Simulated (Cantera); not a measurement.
What does this Cantera script print?

```python
import numpy as np
import cantera as ct

surf = ct.Interface("ptcombust.yaml", "Pt_surf")
gas = surf.adjacent["gas"]
gas.TPX = 875, 230000, {'H2': 0.0025, 'O2': 0.058, 'N2': 0.79}
surf.TP = 875, 230000
reactor = ct.FlowReactor(gas, clone=False)
reactor.area = 0.0001  # m2
reactor.surface_area_to_volume_ratio = 580  # 1/m
reactor.mass_flow_rate = 0.48 * reactor.area * gas.density  # inlet velocity 0.48 m/s
reactor.energy_enabled = False
wall = ct.ReactorSurface(surf, reactor, clone=False)
net = ct.ReactorNet([reactor])
net.rtol, net.atol = 1e-8, 1e-16
show, cover = ['H2', 'O2', 'H2O'], ['PT(S)', 'H(S)', 'O(S)', 'OH(S)', 'CO(S)', 'C(S)']

rows = []
print(f"{'z/m':>9s}{'u/(m/s)':>9s}" + "".join(f"{s:>13s}" for s in show + cover))
for z in [4e-05, 7.6e-05, 0.00015, 0.00029, 0.00055, 0.0011, 0.0021, 0.004]:
    net.advance(z)
    rows.append([reactor.speed, *gas[show].X, *surf[cover].coverages])
    print(f"{z:9.4g}{rows[-1][0]:9.3g}" + "".join(f"{x:13.4e}" for x in rows[-1][1:]))
```

It prints:

```
      z/m  u/(m/s)           H2           O2          H2O        PT(S)         H(S)         O(S)        OH(S)        CO(S)         C(S)
    4e-05     0.48   2.4354e-03   6.7960e-02   5.0474e-04   1.0483e-01   4.2018e-08   8.9378e-01   1.3903e-03   4.6917e-27   1.7113e-29
  7.6e-05     0.48   2.0802e-03   6.7794e-02   8.6053e-04   9.8753e-02   3.8532e-08   8.9982e-01   1.4288e-03  -1.6136e-29  -5.1361e-32
  0.00015     0.48   1.5406e-03   6.7542e-02   1.4009e-03   9.0219e-02   3.3578e-08   9.0830e-01   1.4756e-03   5.4958e-27   1.7453e-29
  0.00029     0.48   9.2044e-04   6.7253e-02   2.0220e-03   8.1443e-02   2.8461e-08   9.1704e-01   1.5156e-03   9.1308e-29   2.8470e-31
  0.00055    0.479   3.8577e-04   6.7004e-02   2.5574e-03   7.4727e-02   2.4559e-08   9.2373e-01   1.5408e-03  -6.2402e-29  -1.7186e-31
   0.0011    0.479   6.9148e-05   6.6856e-02   2.8745e-03   7.1099e-02   2.2464e-08   9.2735e-01   1.5526e-03   3.2333e-28   1.0931e-30
   0.0021    0.479   3.2817e-06   6.6825e-02   2.9405e-03   7.0375e-02   2.2047e-08   9.2807e-01   1.5548e-03   5.3079e-30   1.7519e-32
    0.004    0.479   1.0215e-08   6.6824e-02   2.9438e-03   7.0340e-02   2.2027e-08   9.2810e-01   1.5549e-03   1.8872e-25   6.2060e-28
```

Model: Deutschmann's 1995 Pt surface mechanism with GRI-Mech 3.0 gas chemistry, integrated in Cantera. Catalytic surfaces can have several steady states; this one follows from the mechanism file's or the stated starting coverage. Mass transfer to the wall is taken as infinitely fast.
